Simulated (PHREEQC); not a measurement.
A solution holds 0.01 mol (CH3)4NF and 0.039 mol NaBF4 per kg of water, at 75 °C. Closed to the air; pH follows from the charge balance.

Equilibrium calculation in PHREEQC: ion-association model, phreeqc.dat.

No solid was allowed to form.

Q: What pH does the model give?

A: pH 3.51.

Q: In which forms is F present?

A: BF4- 78 %, F- 6.6 %, HF 6.4 %, BF3OH- 5.6 %, BF2(OH)2- 2.8 %, HF2- 0.6 % of the F.

(CH3)4N+ isn't in the database: it is added as a free cation with an ion size of 4 Å. Constants without temperature data keep their 25 °C values here. Real BF4- forms and hydrolyses slowly; the run takes it at equilibrium.
